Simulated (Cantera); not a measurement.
**Premixed flame**

A freely propagating, adiabatic, planar premixed flame of 2.50 % CH4, 3.25 % C2H6, 1.40 % C3H8, 19.5 % O2, 73.3 % N2, unburnt at 700 K and 750 Torr; mixture-averaged transport, grid criteria slope 0.08 and curve 0.16, no radiation.

Computed with Cantera and GRI-Mech 3.0 (53 species, 325 reactions). GRI-Mech 3.0 was tuned for natural gas; its chemistry of propane as a main component is partial and can be far from experiment. Burning velocities carry a grid error of a few per cent, more on coarse grids.

```csv
z (mm),T (K),u (m/s),x CH4,x C2H6,x C3H8,x C2H4,x H2O,x CH2CO
-0.807,700,1.88,0.0250,0.0325,0.0140,6.04e-7,4.76e-5,<1e-8
-0.538,702,1.89,0.0249,0.0324,0.0140,1.15e-5,0.000483,2.35e-7
-0.403,709,1.92,0.0247,0.0322,0.0139,6.24e-5,0.00175,1.52e-6
-0.269,756,2.07,0.0239,0.0313,0.0136,0.000519,0.00827,1.75e-5
-0.134,1103,3.11,0.0197,0.0230,0.00996,0.00497,0.0444,0.000359
-0.0672,1501,4.35,0.0139,0.00970,0.00333,0.00809,0.0824,0.00105
0,1883,5.57,0.00531,0.000701,9.48e-5,0.00330,0.120,0.000967
0.0672,2072,6.16,0.000806,4.90e-6,1.09e-7,0.000250,0.141,0.000216
0.134,2126,6.31,6.62e-5,1.02e-8,<1e-8,6.77e-6,0.148,1.98e-5
0.269,2159,6.37,3.59e-7,<1e-8,<1e-8,<1e-8,0.148,9.84e-8
0.538,2196,6.45,<1e-8,<1e-8,<1e-8,<1e-8,0.148,<1e-8
1.08,2244,6.57,<1e-8,<1e-8,<1e-8,<1e-8,0.151,<1e-8
2.15,2302,6.72,<1e-8,<1e-8,<1e-8,<1e-8,0.155,<1e-8
```
x: mole fraction of selected species; z is measured from the peak of heat release.

```json
{
  "laminar_burning_velocity": "188 cm/s",
  "thermal_thickness": "0.269 mm",
  "peak x(C2H4)": "0.00809",
  "peak x(CH2CO)": "0.00122",
  "grid_points": "149"
}
```
